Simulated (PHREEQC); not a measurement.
Consider water at 15 °C with 0.025 mol HBr, 0.0028 mol FeCl3 and 0.00012 mol MgCl2 per kg of water. Closed to the air; pH follows from the charge balance.

Model: ion-association model, phreeqc.dat, run in PHREEQC.

```yaml
pH: 1.66
ionic_strength: 0.0411 mol/kgw
total_alkalinity: -30.6 meq/kg
```

```tsv
species	molality	activity	log γ
H+	0.0252	0.0218	-0.064
Br-	0.0250	0.0206	-0.085
Cl-	0.00843	0.00700	-0.081
Fe+3	0.00238	0.000634	-0.574
FeOH+2	0.000207	0.000102	-0.306
FeCl+2	0.000195	9.66e-5	-0.306
Mg+2	0.000120	6.15e-5	-0.290
Fe2(OH)2+4	7.74e-6	4.31e-7	-1.254
FeCl2+	4.99e-6	4.19e-6	-0.076
Fe(OH)2+	1.24e-6	1.05e-6	-0.075
Fe3(OH)4+5	2.24e-8	2.45e-10	-1.960
FeCl3	2.90e-9	2.93e-9	0.004
```

No solid was allowed to form. Saturation is exceeded, for instance for Hematite (slow to form), Goethite (slow to form); the values hold only as long as no solid forms. Species that the database lacks are ignored.
